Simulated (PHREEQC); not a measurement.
Make-up at 25 °C: 0.84 mol/kgw KCl, 0.0029 mol/kgw Na2B4O7 and 9.5e-05 mol/kgw H4SiO4. It is in equilibrium with CO2 at log p = -3.4 (atm). Otherwise closed; pH follows from the charge balance.

Model: Pitzer model, pitzer.dat, run in PHREEQC.

Each row changes one thing in this solution. This is a speciation only: nothing precipitates in the calculation.

```tsv
case	pH	B(OH)3 (mol/kgw)	HCO3- (mol/kgw)	B(OH)4- (mol/kgw)	CO3-2 (mol/kgw)	H4SiO4 (mol/kgw)	SI of SiO2(a) (SiO2)	SI of Sylvite (KCl)
as made	8.47	0.00893	0.00279	0.00263	0.000178	8.72e-5	-1.36	-1.48
diluted 5-fold with water	___	___	___	0.000193	1.29e-5	1.86e-5	-2.06	-2.72
diluted 100-fold with water	6.93	___	5.73e-5	6.20e-7	3.00e-8	9.49e-7	-3.36	-5.14
temperature from 25 to 85 °C	8.63	0.00787	0.00135	0.00370	0.000245	5.86e-5	-1.94	-1.89
Na2B4O7 from 0.0029 to 0.00319 mol/kgw	8.49	0.00970	0.00294	0.00301	0.000198	8.68e-5	-1.36	-1.48
```

Task: Some entries are withheld; supply them.

Result: 
- diluted 5-fold with water, pH: 8.05
- diluted 5-fold with water, B(OH)3 (mol/kgw): 0.00213
- diluted 5-fold with water, HCO3- (mol/kgw): 0.000939
- diluted 100-fold with water, B(OH)3 (mol/kgw): 0.000115

Species that the database lacks are ignored. Away from 25 °C the constants follow the database's enthalpies or fits; those with neither stay at their 25 °C values.
